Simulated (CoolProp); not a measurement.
Vapour-liquid equilibrium of ethane (1) + propylene (2) at 0.198 MPa; x and y are mole fractions of (1).

Values from CoolProp's multi-fluid Helmholtz-energy mixture model, Bücker 2006 and Lemmon 2013; pair parameters Bell 2016.

Q: Give the bubble temperature and the first vapour's composition at x = 0.2, 0.5, 0.95. Is there an azeotrope?

A: x = 0.2: 224.7 K, y = 0.588; x = 0.5: 210.7 K, y = 0.863; x = 0.95: 199.0 K, y = 0.992. No azeotrope shows between x = 0.05 and 0.95.

Pair parameters are fitted to limited data, so mixtures are less certain than the pure fluids.
